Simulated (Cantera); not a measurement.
Input: 1 mol MgO, 0.68 mol CO, 0.18 mol H2, held at 1825 K and 10.0 Pa.

These are equilibrium values from Cantera (NASA tables, ideal gas, pure condensed phases), not measurements of a reactor. Kinetics and transport are ignored.

| species | before | after |
|---|---|---|
| Mg | 0.0576 | 0.417 |
| CO | 0.708 | 0.190 |
| CO2 | 0.0305 | 0.0968 |
| H2 | 0.160 | 0.00998 |
| O2 | 1.31e-6 | 0.0945 |
| O | 1.76e-5 | 0.0831 |
| OH | 0.000207 | 0.0212 |
| H | 0.0176 | 0.0563 |
| H2O | 0.0269 | 0.0269 |
| MgO | 4.73e-6 | 0.00406 |
| MgOH | 3.53e-5 | 0.000520 |
| MgO(s), mol | 0.947 | 0 |
Gas species are given as mole fractions.

Name the change that produced these shifts.
(A) temperature from 1825 K to 2298.15 K
(B) H2 from 0.18 to 3.6 mol
(C) temperature from 1825 K to 1098.15 K
(D) temperature from 1825 K to 2200 K

D, temperature from 1825 K to 2200 K
